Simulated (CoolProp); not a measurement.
Model: reference Helmholtz-energy equation of state, Fiedler 2023, in CoolProp.

**Question.** Give the vapour pressure (bar), enthalpy of vaporisation (kJ/kg), liquid cp (kJ/(kg K)), vapour Z of saturated tetrahydrofuran at 279.3, 336.3 K.

**Answer.** 
```csv
T (K),p (bar),enthalpy of vaporisation (kJ/kg),liquid cp (kJ/(kg K)),vapour Z
279.3,0.0885,459,1.66,0.996
336.3,0.925,418,1.87,0.974
```
